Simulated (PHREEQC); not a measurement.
A made-up water analysis in mg/kgw, 10 °C, pH 8.27, pe -1.4:

```csv
constituent,mg/kgw
Na,9.11
K,1.25
Ca,24
Mg,4.5
Cl,15.5
S(6) as SO4,55.1
Alkalinity as HCO3,23.8
F,0.167
Li,0.134
N(-3) as NH4,0.0467
```

Valence states are taken as typed.

The numbers come from PHREEQC with the ion-association model, phreeqc.dat.

This is a speciation only: nothing precipitates in the calculation.

Task: Order these S species by the share of S that they hold, largest first: CaSO4, NaSO4-, MgSO4, SO4-2.

Result: SO4-2 (93 %), CaSO4 (5.2 %), MgSO4 (1.6 %), NaSO4- (0.13 %)

The pH is 8.27 and the ionic strength 0.00319 mol/kgw. Constants without temperature data keep their 25 °C values here.
